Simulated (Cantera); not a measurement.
A Cantera script and its output.

```python
import numpy as np
import cantera as ct

gas = ct.Solution("SiF4_NH3_mec.yaml", "gas")
gas.TPX = 2373, 7200, {'NH3': 1, 'H2': 0.22}
reactor = ct.IdealGasConstPressureReactor(gas, energy="off", clone=False)
net = ct.ReactorNet([reactor])
net.rtol, net.atol = 1e-08, 1e-18
show = ['NH3', 'H2', 'N', 'H', 'N2H2']
times = np.geomspace(0.0003, 90, 9)

steps = ct.SolutionArray(gas, extra=["t"])
rows = []
print(f"{'t/s':>10s}{'T/K':>9s}{'P/Pa':>11s}" + "".join(f"{s:>11s}" for s in show))
for t in times:
    while net.time < t:
        t_next = net.step()
        steps.append(gas.state, t=t_next)
    rows.append([np.interp(t, steps.t, y) for y in (steps.T, steps.P, *steps(*show).X.T)])
    print(f"{t:10.3e}{rows[-1][0]:9.1f}{rows[-1][1]:11.4g}" + "".join(f"{x:11.3e}" for x in rows[-1][2:]))
rate = np.gradient(steps.T, steps.t)
print("integrator steps:", len(steps.t))
if steps.T.max() > steps.T[0] + 200:
    print(f"time of steepest temperature rise: {steps.t[rate.argmax()]:.4e} s")
gas.TPX = 2373, 7200, {'NH3': 1, 'H2': 0.22}
gas.equilibrate("TP")
print(f"equilibrium (TP): T = {gas.T:.1f} K  " + "  ".join(f"{s} {gas[s].X[0]:.3e}" for s in show))
```

Result:

```
       t/s      T/K       P/Pa        NH3         H2          N          H       N2H2
 3.000e-04   2373.0       7200  8.013e-01  1.900e-01  5.857e-06  4.052e-04  3.132e-05
 1.451e-03   2373.0       7200  7.252e-01  2.453e-01  7.263e-06  5.347e-04  2.813e-05
 7.021e-03   2373.0       7200  4.687e-01  4.317e-01  9.674e-06  1.016e-03  1.478e-05
 3.397e-02   2373.0       7200  9.036e-02  7.061e-01  1.187e-05  2.734e-03  2.087e-06
 1.643e-01   2373.0       7200  1.748e-05  7.464e-01  3.460e-06  3.194e-02  6.065e-11
 7.949e-01   2373.0       7200  3.562e-07  7.349e-01  2.055e-07  4.491e-02  2.841e-13
 3.846e+00   2373.0       7200  2.554e-07  7.349e-01  1.474e-07  4.491e-02  2.538e-13
 1.860e+01   2373.0       7200  2.554e-07  7.349e-01  1.474e-07  4.491e-02  2.538e-13
 9.000e+01   2373.0       7200  2.554e-07  7.349e-01  1.474e-07  4.491e-02  2.538e-13
integrator steps: 1941
equilibrium (TP): T = 2373.0 K  NH3 2.554e-07  H2 7.349e-01  N 1.474e-07  H 4.491e-02  N2H2 2.538e-13
```

Cantera simulation using the gas-phase N/H chemistry of the illustrative SiF4/NH3 mechanism in the Surface Chemkin manual (1991); the numbers are that mechanism's predictions, not measurements. Walls and surfaces, which speed up NH3 decomposition in real reactors, are not modelled.
